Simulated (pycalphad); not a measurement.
**Effect of C content in Ti-C**

Source of the numbers: pycalphad with the COST 507 light-alloy database (1999); pressure 1 atm. The data set is of 1999 and partly superseded. Amounts are mole fractions of atoms.

| alloy | liquidus (°C) | first solid | solidus (°C) | phases at 1017 °C |
|---|---|---|---|---|
| Ti-0.494C (wt.%) | [?] | bcc | [?] | [?] |
| Ti-0.7465C (wt.%) | 1654 | bcc | 1652 | bcc 0.93, fcc 0.07 |
| Ti-1.003C (wt.%) | 1725 | fcc | 1652 | bcc 0.90, fcc 0.10 |

Problem. What belongs in the gaps?

Solution. 
- Ti-0.494C (wt.%), liquidus (°C): 1659
- Ti-0.494C (wt.%), solidus (°C): 1657
- Ti-0.494C (wt.%), phases at 1017 °C: bcc 0.96, fcc 0.04

The fcc model also describes the rock-salt carbide or nitride (TiC, TiN, HfC).
